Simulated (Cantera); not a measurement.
A closed system holds: 1 mol MgO, 0.29 mol C, 0.055 mol H2, at 2548.15 K and 10000 Pa.

Method: chemical equilibrium by Gibbs-energy minimisation in Cantera with the NASA 1993 tables (ideal gas, pure condensed phases). Candidate condensed phases: C, C6H6, C7H8, C8H18, H2O, Mg, MgCO3, MgO, Mg(OH)2; 116 gas species. The tables' values for MgH are old estimates; treat these amounts as uncertain. The numbers say what is thermodynamically allowed, not how fast it happens.

Base state: Mg 0.460, CO 0.431, H2 0.0611, H 0.0242, CO2 0.00996, H2O 0.00893, MgOH 0.00157, MgO 0.000939 (mole fractions); condensed: MgO(s).

Problem. What changes in the equilibrium state with this change: temperature from 2548.15 K to 1750 K?

Solution. 
| species | before | after |
|---|---|---|
| H2 | 0.0611 | 0.476 |
| CO | 0.431 | 0.262 |
| Mg | 0.460 | 0.261 |
| H | 0.0242 | 0.000508 |
| MgO | 0.000939 | <1e-9 |
| OH | 0.000774 | <1e-9 |
| O | 0.000200 | <1e-9 |
| C2H2 (acetylene) | <1e-9 | 5.47e-5 |
| CH4 | <1e-9 | 2.07e-5 |
| MgO(s), mol | 0.695 | 0.970 |
| C(graphite), mol | 0 | 0.260 |

Problem. What changes in the equilibrium state with this change: temperature from 2548.15 K to 2573.15 K?

Solution. 
| species | before | after |
|---|---|---|
| Mg | 0.460 | 0.462 |
| CO | 0.431 | 0.427 |
| H2 | 0.0611 | 0.0578 |
| CO2 | 0.00996 | 0.0120 |
| H2O | 0.00893 | 0.0104 |
| H | 0.0242 | 0.0261 |
| O2 | 1.20e-5 | 2.29e-5 |
| O | 0.000200 | 0.000312 |
| OH | 0.000774 | 0.00106 |
| MgO | 0.000939 | 0.00126 |
| MgO(s), mol | 0.695 | 0.692 |
